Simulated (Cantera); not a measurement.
A perfectly stirred reactor is fed with 40.0 % CH4, 60.0 % CO2, at 120 Torr; it is held at 2050 K, and followed from long to short residence time.

Cantera simulation using GRI-Mech 3.0 (53 species, 325 reactions); the numbers are that mechanism's predictions, not measurements.

Q: Predict: x(CH4) at τ = 22.0 s; x(CO2) at τ = 22.0 s; x(H) at τ = 22.0 s; x(HCO) at τ = 22.0 s; x(CH4) at τ = 0.380 s; x(CO2) at τ = 0.380 s; x(H) at τ = 0.380 s; x(HCO) at τ = 0.380 s.

A: 
- x(CH4) at τ = 22.0 s: 7.54e-5
- x(CO2) at τ = 22.0 s: 0.0263
- x(H) at τ = 22.0 s: 0.00314
- x(HCO) at τ = 22.0 s: 8.85e-8
- x(CH4) at τ = 0.380 s: 0.00309
- x(CO2) at τ = 0.380 s: 0.0315
- x(H) at τ = 0.380 s: 0.00259
- x(HCO) at τ = 0.380 s: 1.71e-7
